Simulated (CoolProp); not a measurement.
Vapour-liquid equilibrium of n-pentane (1) + acetone (2) at 0.634 bar; x and y are mole fractions of (1).

Model: multi-fluid Helmholtz-energy mixture model, Thol 2019 and Lemmon 2006; pair parameters Bell 2016, in CoolProp.

```tsv
x	bubble temperature (K)	y at the bubble point	dew temperature at overall composition x (K)	liquid density (mol/L)
0.05	307.8	0.302	314.9	12.94
0.2	297.1	0.596	310.9	12.11
0.35	294.2	0.667	306.3	11.27
0.5	293.4	0.695	301.0	10.52
0.65	293.0	0.718	294.9	9.862
0.8	293.0	0.765	293.2	9.300
0.95	294.5	0.900	295.3	8.801
```

y crosses x between x = 0.65 and 0.8: the model has an azeotrope there.

Pair parameters are fitted to limited data, so mixtures are less certain than the pure fluids.
